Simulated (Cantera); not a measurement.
An isothermal, constant-pressure homogeneous reactor starts with NO : N2 = 1 : 13 (molar parts), at 1625 K and 180000 Pa. Integrator tolerance rtol = 1e-08.

Detailed kinetics in Cantera: GRI-Mech 3.0 (53 species, 325 reactions).

Problem. What does this change do: NO 1 to 5.7 parts?

Solution. 
```tsv
quantity	before	after
x(NO) at 10.0 s	0.0644 (gas-phase equilibrium 0.000979)	0.208 (gas-phase equilibrium 0.00190)
x(N2O) at 10.0 s	1.64e-6 (gas-phase equilibrium 8.62e-8)	1.67e-5 (gas-phase equilibrium 1.57e-7)
x(NO2) at 10.0 s	4.46e-5 (gas-phase equilibrium 2.02e-6)	0.000508 (gas-phase equilibrium 8.15e-6)
x(O2) at 10.0 s	0.00348 (gas-phase equilibrium 0.0352)	0.0479 (gas-phase equilibrium 0.151)
x(O) at 10.0 s	9.28e-7 (gas-phase equilibrium 2.74e-6)	3.26e-6 (gas-phase equilibrium 5.68e-6)
```

Problem. What does this change do: pressure from 180000 Pa to 100000 Pa?

Solution. 
```tsv
quantity	before	after
x(NO) at 10.0 s	0.0644 (gas-phase equilibrium 0.000979)	0.0673 (gas-phase equilibrium 0.000979)
x(N2O) at 10.0 s	1.64e-6 (gas-phase equilibrium 8.62e-8)	1.71e-6 (gas-phase equilibrium 6.42e-8)
x(NO2) at 10.0 s	4.46e-5 (gas-phase equilibrium 2.02e-6)	2.78e-5 (gas-phase equilibrium 1.51e-6)
x(O2) at 10.0 s	0.00348 (gas-phase equilibrium 0.0352)	0.00203 (gas-phase equilibrium 0.0352)
x(O) at 10.0 s	9.28e-7 (gas-phase equilibrium 2.74e-6)	1.00e-6 (gas-phase equilibrium 3.68e-6)
```
